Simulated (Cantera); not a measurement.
Input: 1 mol Si2Cl6, 1.4 mol HCl, 330 mol H2, at 1.33 mbar.

Equilibrium computed with Cantera from the NASA thermochemical tables; the gas is ideal and each condensed phase is pure. Candidate condensed phases: Si; 19 gas species. The feed counts by its element totals alone. Rates play no part.

Over these rows the condensed part is Si(s). Partial pressures as log10 of bar:

| T (K) | 1000/T (1/K) | log p SiCl2 | log p H2 | log p HCl |
|---|---|---|---|---|
| 848 | 1.1792 | -7.26 | -2.88 | -5.11 |
| 948 | 1.0549 | -6.41 | -2.88 | -4.74 |
| 1048 | 0.9542 | -6.02 | -2.88 | -4.59 |
| 1148 | 0.8711 | -5.92 | -2.88 | -4.57 |
| 1248 | 0.8013 | ? | -2.88 | -4.57 |
| 1348 | 0.7418 | -5.82 | -2.88 | -4.58 |

Q: Fit log p(SiCl2) = a + b·(1000/T) to the five rows, give the apparent enthalpy, and predict the row at 1248 K.

A: Means: 1000/T = 0.9602, log p = -6.286. Sxy = -0.361030, Sxx = 0.1126025, so b = -3.21 and a = -6.286 − (-3.21)×0.9602 = -3.20.
Apparent enthalpy: −19.145 × (-3.21) = 61 kJ/mol. With the condensed phases at unit activity, Si(s) + 2 HCl(g) = SiCl2(g) + H2(g) links this pressure to the main gases: over the six rows their terms move log p by +1.06 in all, so the slope isn't that reaction's ΔH° alone. The five rows lie within 0.27 of the line; that is curvature, so one enthalpy describes this range poorly.
Prediction at 1248 K: -3.20 + (-3.21)×0.8013 = -5.77. The computed value is -5.86, 0.09 from the line.
